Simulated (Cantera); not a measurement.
Premixed flame

A freely propagating, adiabatic, planar premixed flame of 37.0 % H2, 10.9 % O2, 52.1 % N2, unburnt at 398 K and 100000 Pa; mixture-averaged transport, grid criteria slope 0.08 and curve 0.16, no radiation.

Model: the H2/O2 subset of GRI-Mech 3.0, which has no nitrogen chemistry, integrated in Cantera. Burning velocities carry a grid error of a few per cent, more on coarse grids.

```csv
z (mm),T (K),u (m/s),x H2,x O2,x OH,x H,x O,x H2O2
-1.15,398,3.76,0.370,0.109,<1e-8,<1e-8,<1e-8,<1e-8
-0.765,398,3.76,0.370,0.109,<1e-8,<1e-8,<1e-8,<1e-8
-0.574,398,3.76,0.370,0.109,<1e-8,<1e-8,<1e-8,<1e-8
-0.382,398,3.76,0.370,0.109,<1e-8,<1e-8,<1e-8,<1e-8
-0.191,426,3.99,0.363,0.109,3.68e-5,3.14e-5,4.05e-6,1.26e-5
-0.0956,704,6.42,0.328,0.102,0.000813,0.00474,0.000186,5.22e-5
0,1101,9.77,0.253,0.0741,0.00140,0.0283,0.00193,5.02e-6
0.0956,1378,12.1,0.176,0.0298,0.00309,0.0552,0.00346,1.48e-6
0.191,1513,13.2,0.145,0.00831,0.00372,0.0636,0.00243,9.23e-7
0.382,1629,14.2,0.140,0.00141,0.00404,0.0575,0.00142,5.69e-7
0.765,1737,15.0,0.146,0.000695,0.00400,0.0447,0.000970,3.29e-7
1.53,1837,15.7,0.153,0.000386,0.00351,0.0319,0.000563,1.69e-7
3.06,1917,16.3,0.158,0.000182,0.00271,0.0212,0.000273,8.20e-8
```
x: mole fraction of selected species; z is measured from the peak of heat release.

| Item | Value |
|---|---|
| laminar burning velocity | 376 cm/s |
| thermal thickness | 0.382 mm |
| peak x(OH) | 0.00408 |
| peak x(H) | 0.0637 |
| peak x(O) | 0.00349 |
| peak x(H2O2) | 5.84e-5 |
